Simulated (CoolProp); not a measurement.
Vapour-liquid equilibrium of R1234yf (1) + R1234ze(E) (2) at 218.8 K; x and y are mole fractions of (1).

Model: multi-fluid Helmholtz-energy mixture model, Lemmon 2022 and Thol 2016; pair parameters Bell 2022, in CoolProp.

```json
[
 {"x": "0.05", "bubble pressure (bar)": "0.1683", "y at the bubble point": "0.093", "dew pressure at overall composition x (bar)": "___", "liquid density (mol/L)": "12.13"},
 {"x": "0.2", "bubble pressure (bar)": "___", "y at the bubble point": "0.319", "dew pressure at overall composition x (bar)": "0.1781", "liquid density (mol/L)": "12.06"},
 {"x": "0.35", "bubble pressure (bar)": "0.2102", "y at the bubble point": "0.495", "dew pressure at overall composition x (bar)": "0.1934", "liquid density (mol/L)": "___"},
 {"x": "0.5", "bubble pressure (bar)": "___", "y at the bubble point": "0.640", "dew pressure at overall composition x (bar)": "0.2108", "liquid density (mol/L)": "11.92"},
 {"x": "0.65", "bubble pressure (bar)": "0.2484", "y at the bubble point": "0.765", "dew pressure at overall composition x (bar)": "0.2309", "liquid density (mol/L)": "11.84"},
 {"x": "0.8", "bubble pressure (bar)": "0.2673", "y at the bubble point": "0.875", "dew pressure at overall composition x (bar)": "0.2542", "liquid density (mol/L)": "11.77"},
 {"x": "0.95", "bubble pressure (bar)": "0.2863", "y at the bubble point": "0.971", "dew pressure at overall composition x (bar)": "0.2820", "liquid density (mol/L)": "11.69"}
]
```

Task: Complete the blanks.

Result: 
- 0.05, dew pressure at overall composition x (bar): 0.1647
- 0.2, bubble pressure (bar): 0.1901
- 0.35, liquid density (mol/L): 11.99
- 0.5, bubble pressure (bar): 0.2295

No azeotrope shows between x = 0.05 and 0.95.

The pair parameters rest on a limited set of measurements; away from them the model extrapolates.
